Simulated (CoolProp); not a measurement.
Vapour pressure (MPa) of octamethylcyclotetrasiloxane (D4): the reference equation beside estimates from Tc = 313.4 °C, pc = 1.347 MPa, ω = 0.598. Clausius-Clapeyron is anchored at 126.75 °C with a constant enthalpy of vaporisation of 44.25 kJ/mol.

The numbers come from the reference Helmholtz-energy equation of state, Thol 2015 in CoolProp.

```
T (°C)  reference  Clausius-Clapeyron  van der Waals  Redlich-Kwong  Soave-Redlich-Kwong  Peng-Robinson
------  ---------  ------------------  -------------  -------------  -------------------  -------------
85.25    0.004604            0.005115         0.1300        0.03335             0.004703       0.005028
105.95    0.01111             0.01151         0.1775        0.05787              0.01120        0.01172
126.75    0.02389             0.02389         0.2359        0.09399              0.02393        0.02461
147.45    0.04640             0.04599         0.3052         0.1440              0.04644        0.04714
168.15    0.08321             0.08326         0.3865         0.2107              0.08345        0.08389
188.95     0.1400              0.1433         0.4811         0.2970               0.1410         0.1408
209.65     0.2225              0.2348         0.5887         0.4046               0.2253         0.2238
230.35     0.3380              0.3694         0.7102         0.5362               0.3439         0.3408
251.15     0.4958              0.5619         0.8468         0.6948               0.5064         0.5015
271.85     0.7045              0.8262         0.9978         0.8810               0.7202         0.7142
292.55     0.9787               1.181          1.164          1.097               0.9962         0.9910
```

Absolute difference from the reference over all 11 rows, mean and median: Clausius-Clapeyron 7.6 and 5.5 %, van der Waals 607.3 and 243.6 %, Redlich-Kwong 184.7 and 112.1 %, Soave-Redlich-Kwong 1.2 and 1.3 %, Peng-Robinson 2.4 and 1.3 %.
